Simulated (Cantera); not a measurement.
Charge: 1 mol SiF4, a varied amount of N2, 0.1 mol NH3, held at 825 K and 0.00133 bar.

Equilibrium computed with Cantera from the NASA thermochemical tables; the gas is ideal and each condensed phase is pure. Candidate condensed phases: Si, Si3N4; 37 gas species. The numbers say what is thermodynamically allowed, not how fast it happens.

log p: log10 of the partial pressure in bar; n: condensed amount in mol.

| n(N2) (mol) | log p N2 | log p SiF4 | log p H2 | log p HF | n Si3N4(s) |
|---|---|---|---|---|---|
| 1.5 | -3.12 | -3.31 | -4.13 | -7.03 | 0 |
| 2.5 | -3.04 | -3.44 | -4.27 | -7.12 | 0 |
| 4.2 | -2.98 | -3.61 | -4.43 | -7.24 | 0 |
| 7 | -2.94 | -3.79 | -4.61 | -7.36 | 0 |
| 12 | -2.91 | … | … | … | 0 |
| 20 | -2.90 | -4.20 | -5.03 | -7.67 | 0 |
| 34 | -2.89 | -4.42 | -5.25 | -7.83 | 0 |
| 57 | -2.88 | … | … | … | … |
| 95 | -2.88 | -4.86 | -5.68 | -8.16 | 3.99e-5 |

Q: Fill in the missing entries.

A: 
- 12, log p SiF4: -4.00
- 12, log p H2: -4.82
- 12, log p HF: -7.52
- 57, log p SiF4: -4.64
- 57, log p H2: -5.46
- 57, log p HF: -7.99
- 57, n Si3N4(s): 3.47e-5
